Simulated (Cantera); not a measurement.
What does this Cantera script print?

```python
import numpy as np
import cantera as ct

gas = ct.Solution("gri30.yaml", transport_model="mixture-averaged")
show = ['N2', 'NO', 'CO2']

rows = []
print(f"{'T/K':>7s}{'rho':>11s}{'cp':>10s}{'mu':>11s}{'lambda':>11s}{'Pr':>7s}" + "".join(f"{'D_' + s:>11s}" for s in show))
for T in [400, 600, 800, 1000, 1200, 1400, 1600, 1800]:
    gas.TPX = T, 13332, {'N2O': 0.51}
    Pr = gas.cp_mass * gas.viscosity / gas.thermal_conductivity
    D = [gas.mix_diff_coeffs_mole[gas.species_index(s)] for s in show]
    rows.append([gas.density, gas.cp_mass, gas.viscosity, gas.thermal_conductivity, Pr, *D])
    print(f"{T:7g}{gas.density:11.4e}{gas.cp_mass:10.1f}{gas.viscosity:11.4e}"
          f"{gas.thermal_conductivity:11.4e}{Pr:7.3f}" + "".join(f"{d:11.4e}" for d in D))
print("SI units: kg/m3, J/kg/K, Pa s, W/m/K, m2/s")
```

Output:

```
    T/K        rho        cp         mu     lambda     Pr       D_N2       D_NO      D_CO2
    400 1.7643e-01     970.3 1.9459e-05 2.5465e-02  0.741 2.0038e-04 1.9628e-04 1.4600e-04
    600 1.1762e-01    1101.3 2.7324e-05 4.0717e-02  0.739 4.0853e-04 4.0016e-04 3.0765e-04
    800 8.8217e-02    1191.6 3.4048e-05 5.4884e-02  0.739 6.6902e-04 6.5531e-04 5.1264e-04
   1000 7.0574e-02    1254.7 4.0022e-05 6.7953e-02  0.739 9.7614e-04 9.5614e-04 7.5558e-04
   1200 5.8811e-02    1294.3 4.5464e-05 8.0076e-02  0.735 1.3261e-03 1.2989e-03 1.0329e-03
   1400 5.0410e-02    1326.8 5.0510e-05 9.1407e-02  0.733 1.7161e-03 1.6810e-03 1.3422e-03
   1600 4.4108e-02    1353.3 5.5249e-05 1.0208e-01  0.732 2.1441e-03 2.1002e-03 1.6816e-03
   1800 3.9208e-02    1374.6 5.9744e-05 1.1219e-01  0.732 2.6083e-03 2.5548e-03 2.0496e-03
SI units: kg/m3, J/kg/K, Pa s, W/m/K, m2/s
```

Detailed kinetics in Cantera: GRI-Mech 3.0 (53 species, 325 reactions). The composition is frozen, though it would react at the higher temperatures.
